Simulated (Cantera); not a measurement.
Hydrogen reduction and annealing atmospheres: Cr2O3 + H2 + H2O

A closed system holds: 1 mol Cr2O3, 110 mol H2, 1.4 mol H2O, equilibrated at 1000 Pa.

Method: chemical equilibrium by Gibbs-energy minimisation in Cantera with the NASA 1993 tables (ideal gas, pure condensed phases). Candidate condensed phases: Cr, Cr2O3, H2O; 13 gas species. Kinetics and transport are ignored.

From 1648 K to 1948 K the condensed part is Cr2O3(s). From 2023 K to 2173 K nothing is condensed. The main Cr-bearing gas is Cr throughout.

```csv
T (K),log p H2,log p H,log p H2O,log p Cr,log p CrO,log p OH,n Cr2O3(s)
1648,-2.01,-5.05,-3.90,-6.00,-8.27,-8.29,0.994
1723,-2.01,-4.74,-3.87,-5.25,-7.45,-7.87,0.968
1798,-2.01,-4.46,-3.80,-4.65,-6.72,-7.43,0.874
1873,-2.02,-4.20,-3.66,-4.21,-6.09,-6.95,0.647
1948,-2.03,-3.96,-3.49,-3.88,-5.54,-6.47,0.230
2023,-2.03,-3.74,-3.42,-3.77,-5.32,-6.11,0
2098,-2.04,-3.53,-3.43,-3.77,-5.28,-5.84,0
2173,-2.05,-3.34,-3.43,-3.78,-5.26,-5.60,0
```
log p: log10 of the partial pressure in bar; n: condensed amount in mol.
